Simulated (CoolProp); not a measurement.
Saturation properties of propylene glycol.

Computed with CoolProp (reference Helmholtz-energy equation of state, Eisenbach 2021).

```csv
T (°C),p (bar),vapour density (kg/m³)
264.85,7.226,…
269.95,8.046,…
275.05,8.939,…
280.15,9.910,…
285.25,10.96,20.32
290.35,12.10,22.46
295.45,…,24.78
300.55,14.67,27.32
305.75,…,30.15
310.85,…,33.19
```

Q: Some entries are withheld; supply them.

A: 
- 264.85, vapour density (kg/m³): 13.44
- 269.95, vapour density (kg/m³): 14.94
- 275.05, vapour density (kg/m³): 16.58
- 280.15, vapour density (kg/m³): 18.37
- 295.45, p (bar): 13.34
- 305.75, p (bar): 16.13
- 310.85, p (bar): 17.68

It boils at 188.1 °C under 1 atm.
